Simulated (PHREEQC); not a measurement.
Dissolve 0.014 mol/kgw HF, 0.03 mol/kgw (CH3)4NF and 0.023 mol/kgw (NH4)2SiF6 at 16 °C. Closed to the air; pH follows from the charge balance.

The numbers come from PHREEQC with the ion-association model, wateq4f.dat.

Precipitation was switched off in this run.

Question: Order these F species by the share of F that they hold, largest first: H2F2, F-, SiF6-2, HF2-, HF.

Answer: SiF6-2 (76 %), F- (16 %), HF (6.2 %), HF2- (1.3 %), H2F2 (0.52 %)

The pH is 3.39 and the ionic strength 0.0995 mol/kgw. Complexes and solids missing from the database can't appear. (CH3)4N+ isn't in the database: it is added as a free cation with an ion size of 4 Å. SiF6-2 is the database's only silicon fluoride.
